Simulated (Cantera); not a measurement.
## Ta + O2 + H2 (tantalum, niobium, vanadium and zirconium in process gases)

Input: 1 mol Ta, a varied amount of O2, 3.4 mol H2, equilibrated at 1025 K and 133 Pa.

These are equilibrium values from Cantera (NASA tables, ideal gas, pure condensed phases), not measurements of a reactor. Candidate condensed phases: H2O, Ta, Ta2O5; 12 gas species. Mutual solubility and eutectic melting of coexisting phases are not modelled. Condensed phases not in the tables: N, O or C dissolved in the metal. Rates play no part.

From 0.14 mol O2 to 1.1 mol O2 the condensed part is Ta(s) + Ta2O5(s). From 1.5 mol O2 to 2.7 mol O2 the condensed part is Ta2O5(s).

```tsv
n(O2) (mol)	x H2	x H2O	x H	n Ta(s)	n Ta2O5(s)
0.14	1.00	3.08e-7	1.19e-7	0.888	0.0560
0.18	1.00	3.08e-7	1.19e-7	0.856	0.0720
0.25	1.00	3.08e-7	1.19e-7	0.800	0.1000
0.33	1.00	3.08e-7	1.19e-7	0.736	0.132
0.45	1.00	3.08e-7	1.19e-7	0.640	0.180
0.61	1.00	3.08e-7	1.19e-7	0.512	0.244
0.82	1.00	3.08e-7	1.19e-7	0.344	0.328
1.1	1.00	3.08e-7	1.19e-7	0.120	0.440
1.5	0.853	0.147	1.10e-7	0	0.500
2	0.559	0.441	8.92e-8	0	0.500
2.7	0.147	0.853	4.58e-8	0	0.500
```
x: gas mole fraction; n: condensed amount in mol.
